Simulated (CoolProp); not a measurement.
Properties of methanol at several states.

Computed with CoolProp (reference Helmholtz-energy equation of state, de Reuck 1993).

```tsv
T (K)	p (MPa)	phase	cv (kJ/(kg K))	Joule-Thomson coefficient (K/MPa)	expansivity (1/kK)	conductivity (mW/(m K))	Prandtl number	fugacity coefficient
442.7	2.01	gas	3.759	…	9.867	…	2.34	…
489.5	0.682	gas	1.697	14.76	2.382	38.0	…	0.9681
495	0.123	gas	1.609	…	2.070	37.6	…	0.9946
```

Question: Complete the blanks.

Answer: 
- 442.7, Joule-Thomson coefficient (K/MPa): 23.65
- 442.7, conductivity (mW/(m K)): 36.6
- 442.7, fugacity coefficient: 0.8345
- 489.5, Prandtl number: 0.848
- 495, Joule-Thomson coefficient (K/MPa): 13.65
- 495, Prandtl number: 0.811

Viscosity comes from a separate model (Xiang 2006). Thermal conductivity comes from a separate model (Sykioti 2013).
